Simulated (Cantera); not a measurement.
A Cantera script and what it prints.

```python
import numpy as np
import cantera as ct

gas_names = """
    N N2 Si SiN Si2 Si2N Si3
""".split()
cond_names = """
    Si(cr) Si(L) Si3N4(a)
""".split()


# ... load() reads the species with a 1 bar reference pressure and builds the phases ...
atoms = {
    'Si3N4': {'Si': 3, 'N': 4},
    'Si': {'Si': 1},
    'N2': {'N': 2},
}
top_T = {'Si3N4(a)': 2400}  # K; cautious upper limits of use, not melting points


# ... equilibrate(T, P, feed) seeds the gas with the atoms and calls Mixture.equilibrate('TP', solver="vcs", rtol=1e-11, max_steps=5000) ...
results = []
feed = {'Si3N4': 1, 'Si': 0.011, 'N2': 0.25}  # mol
P = 140  # Pa
for T in [1450, 1650, 1850, 2050, 2250, 2450, 2650]:
    mix = equilibrate(T, P, feed)
    results.append((T, P, feed, dict(zip(mix.species_names, mix.species_moles))))
    x = sorted(zip(gas.X, gas.species_names), reverse=True)
    print(f"T = {T:g} K  P = {P:g} Pa  gas = {mix.phase_moles(0):.4g} mol")
    print("   x: " + "  ".join(f"{s} {v:.3e}" for v, s in x if v > 1e-06))
    print("   condensed (mol): " + ("  ".join(f"{mix.phase(i).name} {mix.phase_moles(i):.4g}"
          for i in range(1, mix.n_phases) if mix.phase_moles(i) > 1e-12) or "none"))
```

Output:

```
T = 1450 K  P = 140 Pa  gas = 0.2427 mol
   x: N2 1.000e+00
   condensed (mol): Si3N4(a) 1.004
T = 1650 K  P = 140 Pa  gas = 0.2427 mol
   x: N2 9.999e-01  Si 1.194e-04  Si2N 3.526e-06  SiN 3.208e-06
   condensed (mol): Si3N4(a) 1.004
T = 1850 K  P = 140 Pa  gas = 2.261 mol
   x: N2 9.952e-01  Si 4.606e-03  Si2N 1.005e-04  SiN 6.595e-05  Si2 3.223e-05  Si3 7.464e-06
   condensed (mol): Si(L) 3
T = 2050 K  P = 140 Pa  gas = 2.385 mol
   x: N2 9.430e-01  Si 5.520e-02  Si2 6.435e-04  Si2N 5.831e-04  SiN 4.648e-04  Si3 1.347e-04
   condensed (mol): Si(L) 2.871
T = 2250 K  P = 140 Pa  gas = 3.974 mol
   x: N2 5.643e-01  Si 4.231e-01  Si2 7.454e-03  Si2N 1.936e-03  SiN 1.824e-03  Si3 1.425e-03
   condensed (mol): Si(L) 1.231
T = 2450 K  P = 140 Pa  gas = 5.235 mol
   x: Si 5.657e-01  N2 4.289e-01  Si2 3.422e-03  SiN 1.508e-03  Si2N 3.380e-04  Si3 1.473e-04  N 3.189e-06
   condensed (mol): none
T = 2650 K  P = 140 Pa  gas = 5.252 mol
   x: Si 5.699e-01  N2 4.278e-01  SiN 1.135e-03  Si2 1.093e-03  Si2N 5.336e-05  N 1.896e-05  Si3 1.044e-05
   condensed (mol): none
```

Cantera equilibrium calculation (NASA polynomials, part measured and part estimated; ideal gas, pure solids and liquids). The tables' values for SiN are old estimates; treat these amounts as uncertain.
